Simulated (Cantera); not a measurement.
Feed: 1 mol Fe3O4, 1 mol C, 0.041 mol CO, equilibrated at 0.00680 bar.

Equilibrium computed with Cantera from the NASA thermochemical tables; the gas is ideal and each condensed phase is pure. Candidate condensed phases: C, Fe, Fe(CO)5, FeO, Fe2O3, Fe3O4; 15 gas species. Each liquid is taken as pure. Mutual solubility and eutectic melting of coexisting phases are not modelled. The tables' stoichiometric FeO is somewhat more stable than real wüstite, so its field is too wide. FeO: taken at fixed stoichiometry. Equilibrium is a limit: real reactors are often held back by kinetics, nucleation or transport.

log p: log10 of the partial pressure in bar; n: condensed amount in mol.

```json
[
 {"T (K)": "1525", "log p CO": "-2.23", "log p Fe": "-6.60", "log p CO2": "-3.03", "log p O2": "-11.90", "log p FeO": "-9.32", "log p O": "-11.19", "n Fe(γ)": "0.143", "n FeO(s)": "2.86", "n Fe(δ)": "0", "n FeO(l)": "0", "n Fe(l)": "0"},
 {"T (K)": "1625", "log p CO": "-2.23", "log p Fe": "-5.76", "log p CO2": "-3.05", "log p O2": "-10.77", "log p FeO": "-8.28", "log p O": "-10.09", "n Fe(γ)": "0.136", "n FeO(s)": "2.86", "n Fe(δ)": "0", "n FeO(l)": "0", "n Fe(l)": "0"},
 {"T (K)": "1725", "log p CO": "-2.22", "log p Fe": "-5.03", "log p CO2": "-3.10", "log p O2": "-9.83", "log p FeO": "-7.39", "log p O": "-9.15", "n Fe(γ)": "0", "n FeO(s)": "0", "n Fe(δ)": "0.120", "n FeO(l)": "2.88", "n Fe(l)": "0"},
 {"T (K)": "1825", "log p CO": "-2.22", "log p Fe": "?", "log p CO2": "-3.15", "log p O2": "?", "log p FeO": "?", "log p O": "?", "n Fe(γ)": "0", "n FeO(s)": "0", "n Fe(δ)": "0", "n FeO(l)": "2.89", "n Fe(l)": "?"},
 {"T (K)": "1925", "log p CO": "-2.22", "log p Fe": "-3.82", "log p CO2": "-3.19", "log p O2": "-8.26", "log p FeO": "-5.93", "log p O": "-7.56", "n Fe(γ)": "0", "n FeO(s)": "0", "n Fe(δ)": "0", "n FeO(l)": "2.90", "n Fe(l)": "0.0776"},
 {"T (K)": "2025", "log p CO": "-2.24", "log p Fe": "?", "log p CO2": "?", "log p O2": "?", "log p FeO": "?", "log p O": "?", "n Fe(γ)": "0", "n FeO(s)": "0", "n Fe(δ)": "0", "n FeO(l)": "2.90", "n Fe(l)": "?"},
 {"T (K)": "2125", "log p CO": "-2.29", "log p Fe": "-3.09", "log p CO2": "-3.09", "log p O2": "-6.51", "log p FeO": "-4.77", "log p O": "-6.04", "n Fe(γ)": "0", "n FeO(s)": "0", "n Fe(δ)": "0", "n FeO(l)": "2.85", "n Fe(l)": "0"},
 {"T (K)": "2225", "log p CO": "-2.36", "log p Fe": "-2.93", "log p CO2": "-2.93", "log p O2": "-5.45", "log p FeO": "-4.27", "log p O": "-5.22", "n Fe(γ)": "0", "n FeO(s)": "0", "n Fe(δ)": "0", "n FeO(l)": "2.77", "n Fe(l)": "0"},
 {"T (K)": "2325", "log p CO": "-2.46", "log p Fe": "-2.79", "log p CO2": "-2.82", "log p O2": "-4.46", "log p FeO": "-3.81", "log p O": "-4.47", "n Fe(γ)": "0", "n FeO(s)": "0", "n Fe(δ)": "0", "n FeO(l)": "2.63", "n Fe(l)": "0"},
 {"T (K)": "2425", "log p CO": "-2.64", "log p Fe": "-2.66", "log p CO2": "-2.82", "log p O2": "-3.58", "log p FeO": "-3.40", "log p O": "-3.79", "n Fe(γ)": "0", "n FeO(s)": "0", "n Fe(δ)": "0", "n FeO(l)": "2.29", "n Fe(l)": "0"},
 {"T (K)": "2525", "log p CO": "-3.11", "log p Fe": "-2.51", "log p CO2": "-3.23", "log p O2": "-3.00", "log p FeO": "-3.10", "log p O": "-3.28", "n Fe(γ)": "0", "n FeO(s)": "0", "n Fe(δ)": "0", "n FeO(l)": "0", "n Fe(l)": "0"}
]
```

**Question.** Complete the blanks.

**Answer.** 
- 2025, log p Fe: -3.32
- 2025, log p CO2: -3.24
- 2025, log p O2: -7.57
- 2025, log p FeO: -5.32
- 2025, log p O: -6.88
- 2025, n Fe(l): 0.0160
- 1825, log p Fe: -4.38
- 1825, log p O2: -9.02
- 1825, log p FeO: -6.62
- 1825, log p O: -8.32
- 1825, n Fe(l): 0.102
